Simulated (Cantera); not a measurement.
Charge: 1 mol Na₂CO₃, 1.2 mol H₂, 1 mol O₂, held at 1.50 bar.

Cantera equilibrium calculation (NASA polynomials, part measured and part estimated; ideal gas, pure solids and liquids). Candidate condensed phases: C, C₆H₆, C₇H₈, C₈H₁₈, H₂O, Na, NaOH, NaO₂, Na₂CO₃, Na₂O, Na₂O₂; 117 gas species. Kinetics and transport are ignored. All values below are at 627 °C.

Base state: H₂O 0.750, O₂ 0.250 (mole fractions); condensed: Na₂CO₃(s).

Problem. What changes in the equilibrium state with this change: H₂ from 1.2 to 0.057 mol?

Solution. 
| species | before | after |
|---|---|---|
| O₂ | 0.250 | 0.945 |
| H₂O | 0.750 | 0.0554 |
| Na₂CO₃(s), mol | 1.000 | 1.000 |

Problem. What changes in the equilibrium state with this change: H₂ from 1.2 to 0.068 mol?

Solution. 
```json
[
 {"species": "O₂", "before": "0.250", "after": "0.934"},
 {"species": "H₂O", "before": "0.750", "after": "0.0658"},
 {"species": "Na₂CO₃(s), mol", "before": "1.000", "after": "1.000"}
]
```
